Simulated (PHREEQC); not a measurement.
Dissolve 0.022 mol/kgw KH2PO4 and 0.0022 mol/kgw HF at 50 °C. Closed to the air; pH follows from the charge balance.

The numbers come from PHREEQC with the ion-association model, wateq4f.dat.

Problem. The ionic strength comes out as 0.0223 mol/kgw. What activity coefficients do F-, HPO4-2, H2PO4-, HF2-, K+ get?

Solution. F- 0.86, HPO4-2 0.55, H2PO4- 0.86, HF2- 0.86, K+ 0.86.

This is a speciation only: nothing precipitates in the calculation. H3PO4, which wateq4f.dat lacks, is added to it with the constant of phreeqc.dat. Constants without temperature data keep their 25 °C values here.
